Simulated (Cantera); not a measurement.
A closed system holds: 1 mol CCl4, 0.0069 mol CH4, 0.26 mol F2, at 1.00 Torr.

These are equilibrium values from Cantera (NASA tables, ideal gas, pure condensed phases), not measurements of a reactor. Candidate condensed phases: C, C6H6, C7H8, C8H18; 135 gas species. Ions and electrons are included (thermal ionisation). Kinetics and transport are ignored. All values below are at 4500 K.

Base state: Cl 0.720, C 0.181, F 0.0936, H 0.00497, C2 0.000150, e- 0.000148, C+ 0.000132, CF 2.92e-5 (mole fractions); condensed: gas only.

Problem. What changes in the equilibrium state with this change: CH4 from 0.0069 to 0.44 mol?

Solution. 
```csv
species,before,after
Cl,0.720,0.518
H,0.00497,0.228
C,0.181,0.186
F,0.0936,0.0673
HCl,6.20e-7,2.05e-5
HF,1.35e-6,4.46e-5
Cl+,1.48e-5,1.07e-5
CF,2.92e-5,2.16e-5
C2,0.000150,0.000159
```

Problem. What changes in the equilibrium state with this change: CH4 from 0.0069 to 0.073 mol?

Solution. 
```csv
species,before,after
Cl,0.720,0.680
C,0.181,0.182
F,0.0936,0.0883
H,0.00497,0.0496
HF,1.35e-6,1.27e-5
Cl+,1.48e-5,1.40e-5
CF,2.92e-5,2.77e-5
```
